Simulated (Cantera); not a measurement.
Feed: 1 mol SiHCl3, 0.048 mol Cl2, 67 mol H2, equilibrated at 1 atm.

These are equilibrium values from Cantera (NASA tables, ideal gas, pure condensed phases), not measurements of a reactor. Candidate condensed phases: Si; 19 gas species. Gases not in the tables: Si2H6 and higher silanes. Kinetics and transport are ignored.

Over these rows the condensed part is Si(s). Partial pressures as log10 of bar:

```csv
T (K),1000/T (1/K),log p SiCl4,log p H2,log p HCl
1423,0.7027,-3.55,-0.01,-1.47
1473,0.6789,?,-0.01,-1.46
1523,0.6566,-4.14,-0.01,-1.46
1573,0.6357,-4.43,-0.01,-1.45
1623,0.6161,-4.71,-0.01,-1.45
1673,0.5977,-4.97,-0.01,-1.45
```

Task: Fit log p(SiCl4) = a + b·(1000/T) to the five rows, give the apparent enthalpy, and predict the row at 1473 K.

Result: Means: 1000/T = 0.6418, log p = -4.360. Sxy = 0.088908, Sxx = 0.0065704, so b = 13.53 and a = -4.360 − (13.53)×0.6418 = -13.04.
Apparent enthalpy: −19.145 × (13.53) = -259 kJ/mol. With the condensed phases at unit activity, Si(s) + 4 HCl(g) = SiCl4(g) + 2 H2(g) links this pressure to the main gases: over the six rows their terms move log p by +0.08 in all, so the slope isn't that reaction's ΔH° alone. The five rows lie within 0.02 of the line.
Prediction at 1473 K: -13.04 + (13.53)×0.6789 = -3.85. The computed value is -3.85, 0.00 from the line.
